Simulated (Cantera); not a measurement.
An isothermal, constant-pressure homogeneous reactor starts with 1.27 % CO, 0.353 % O₂, 0.343 % H₂O, 98.0 % N₂, equivalence ratio 1.8, at 1450 K and 0.730 bar.

Computed with Cantera and GRI-Mech 3.0 (53 species, 325 reactions).

x: mole fraction; the columns are a selection and need not sum to one.

```csv
t (s),x CO,x O₂,x H₂O,x O,x NO,x OH
7.00e-5,0.0127,0.00353,0.00343,2.84e-9,<1e-12,2.39e-10
0.000270,0.0127,0.00353,0.00343,1.17e-8,<1e-12,2.25e-9
0.00104,0.0127,0.00353,0.00343,2.65e-7,<1e-12,8.20e-8
0.00403,0.00939,…,0.00247,0.000636,3.35e-7,0.000154
0.0156,0.00508,…,0.00237,8.23e-5,4.63e-6,7.16e-5
0.0602,0.00494,…,0.00264,3.39e-6,5.01e-6,1.55e-5
0.233,0.00497,…,0.00270,1.39e-7,4.92e-6,3.19e-6
0.898,0.00498,…,0.00271,5.99e-9,4.67e-6,6.63e-7
3.47,0.00498,5.58e-10,0.00271,2.88e-10,4.30e-6,1.45e-7
13.4,0.00498,6.01e-11,0.00271,3.31e-11,3.83e-6,4.84e-8
51.8,0.00498,3.03e-11,0.00271,1.73e-11,3.02e-6,3.49e-8
200,0.00498,2.17e-11,0.00271,1.24e-11,1.79e-6,2.98e-8
```

Question: Some entries are withheld; supply them.

Answer: 
- 0.00403, x O₂: 0.00194
- 0.0156, x O₂: 0.000148
- 0.0602, x O₂: 6.30e-6
- 0.233, x O₂: 2.61e-7
- 0.898, x O₂: 1.15e-8
